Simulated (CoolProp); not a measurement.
Vapour-liquid equilibrium of ammonia (1) + benzene (2) at 43.45 °C; x and y are mole fractions of (1).

Model: multi-fluid Helmholtz-energy mixture model, Gao 2020 and Thol 2012; pair parameters Bell 2016, in CoolProp.

```csv
x,"bubble pressure, mixture model (kPa)","bubble pressure, Raoult's law (kPa)","y, mixture model","y, Raoult's law"
0.05,222.3,112.1,0.873,0.762
0.125,492.5,238.1,0.942,0.897
0.2,720.9,364.2,0.961,0.938
0.275,899.9,490.2,0.969,0.959
0.35,1032,616.3,0.973,0.970
0.425,1126,742.3,0.976,0.978
0.5,1194,868.4,0.978,0.984
0.575,1248,994.5,0.979,0.988
0.65,1299,1121,0.981,0.991
0.725,1355,1247,0.983,0.994
0.8,1423,1373,0.986,0.996
0.875,1511,1499,0.989,0.998
0.95,1621,1625,0.995,0.999
```

The largest gap from Raoult's law is +106.8 % in bubble pressure, at x = 0.125. No azeotrope shows between x = 0.05 and 0.95.

The pair parameters rest on a limited set of measurements; away from them the model extrapolates. With so large a gap from Raoult's law the liquid may split in two, which this calculation doesn't test in full.
